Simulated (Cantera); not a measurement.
A Cantera script and its output.

```python
import numpy as np
import cantera as ct

gas = ct.Solution("gri30.yaml", transport_model="multicomponent")
show = ['H2O', 'CO2', 'CH3']

rows = []
print(f"{'T/K':>7s}{'rho':>11s}{'cp':>10s}{'mu':>11s}{'lambda':>11s}{'Pr':>7s}" + "".join(f"{'D_' + s:>11s}" for s in show))
for T in [400, 500, 600, 700, 800, 900]:
    gas.TPX = T, 500000, {'H2O': 0.87, 'CO2': 0.3, 'CO': 0.86}
    Pr = gas.cp_mass * gas.viscosity / gas.thermal_conductivity
    D = [gas.mix_diff_coeffs_mole[gas.species_index(s)] for s in show]
    rows.append([gas.density, gas.cp_mass, gas.viscosity, gas.thermal_conductivity, Pr, *D])
    print(f"{T:7g}{gas.density:11.4e}{gas.cp_mass:10.1f}{gas.viscosity:11.4e}"
          f"{gas.thermal_conductivity:11.4e}{Pr:7.3f}" + "".join(f"{d:11.4e}" for d in D))
print("SI units: kg/m3, J/kg/K, Pa s, W/m/K, m2/s")
```

It prints:

```
    T/K        rho        cp         mu     lambda     Pr      D_H2O      D_CO2      D_CH3
    400 3.9225e+00    1273.7 1.8459e-05 3.4574e-02  0.680 7.2402e-06 5.5680e-06 7.5453e-06
    500 3.1380e+00    1315.2 2.2412e-05 4.3633e-02  0.676 1.1091e-05 8.4511e-06 1.1306e-05
    600 2.6150e+00    1358.7 2.6159e-05 5.2778e-02  0.673 1.5590e-05 1.1803e-05 1.5634e-05
    700 2.2414e+00    1402.5 2.9727e-05 6.1997e-02  0.672 2.0682e-05 1.5585e-05 2.0487e-05
    800 1.9613e+00    1445.4 3.3139e-05 7.1258e-02  0.672 2.6325e-05 1.9768e-05 2.5829e-05
    900 1.7433e+00    1486.3 3.6415e-05 8.0516e-02  0.672 3.2484e-05 2.4326e-05 3.1636e-05
SI units: kg/m3, J/kg/K, Pa s, W/m/K, m2/s
```

Computed with Cantera and GRI-Mech 3.0 (53 species, 325 reactions). Polar gases are described roughly by these parameters.
